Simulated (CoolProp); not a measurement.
Properties of dodecamethylcyclohexasiloxane (D6) along the isotherm 412 K (Tc = 645.8 K, pc = 0.9614 MPa, ω = 0.736).

Model: reference Helmholtz-energy equation of state, Colonna 2008, in CoolProp. It is a short technical equation, of lower accuracy than the large ones.

```
p (MPa)   phase  density (kg/m³)  isothermal compressibility (1/MPa)  expansivity (1/kK)  fugacity coefficient
-------  ------  ---------------  ----------------------------------  ------------------  --------------------
0.0152   liquid            840.7                            0.005517               1.386                0.2757
0.0237   liquid            840.8                            0.005514               1.386                0.1771
0.0369   liquid            840.8                            0.005511               1.385                0.1140
0.0574   liquid            840.9                            0.005506               1.384               0.07349
0.0894   liquid            841.1                            0.005498               1.383               0.04742
0.139    liquid            841.3                            0.005485               1.381               0.03073
0.217    liquid            841.7                            0.005465               1.377               0.01992
0.337    liquid            842.2                            0.005435               1.372               0.01307
0.525    liquid            843.1                            0.005389               1.365              0.008636
0.818    liquid            844.4                            0.005319               1.353              0.005798
1.27     liquid            846.4                            0.005214               1.336              0.004003
1.98     liquid            849.5                            0.005059               1.310              0.002863
3.09     liquid            854.2                            0.004837               1.272              0.002173
4.81     liquid            861.1                            0.004534               1.220              0.001811
```
